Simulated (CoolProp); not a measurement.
Properties of carbon dioxide at several states.

Values from CoolProp's reference Helmholtz-energy equation of state, Span 1996.

| T (K) | p (MPa) | phase | Z | cp (kJ/(kg K)) | cv (kJ/(kg K)) | expansivity (1/kK) | viscosity (µPa s) | fugacity coefficient |
|---|---|---|---|---|---|---|---|---|
| 856.2 | 0.0614 | gas | 1.000 | 1.190 | 1.001 | 1.168 | ? | 1.000 |
| 580.2 | 0.078 | gas | 0.9997 | ? | 0.8754 | 1.726 | ? | 0.9997 |
| 911.3 | 2.86 | gas | 1.005 | 1.216 | ? | 1.110 | 38.7 | 1.005 |
| 985.7 | 2.77 | gas | 1.005 | ? | 1.042 | 1.022 | 40.9 | 1.005 |

**Question.** Fill in the missing entries.

**Answer.** 
- 856.2, viscosity (µPa s): 36.8
- 580.2, cp (kJ/(kg K)): 1.065
- 580.2, viscosity (µPa s): 27.1
- 911.3, cv (kJ/(kg K)): 1.020
- 985.7, cp (kJ/(kg K)): 1.236

Viscosity comes from a separate model (Laesecke 2017).
